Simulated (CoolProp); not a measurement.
Model: reference Helmholtz-energy equation of state, Lemmon 2009, in CoolProp.

Problem. Give the vapour pressure (kPa), liquid viscosity (µPa s), vapour viscosity (µPa s) of saturated propane at 266.3, 288.7 K.

Solution. 
```csv
T (K),p (kPa),liquid viscosity (µPa s),vapour viscosity (µPa s)
266.3,383,135,7.25
288.7,743,107,7.94
```

Viscosity comes from a separate model (Vogel 1998).
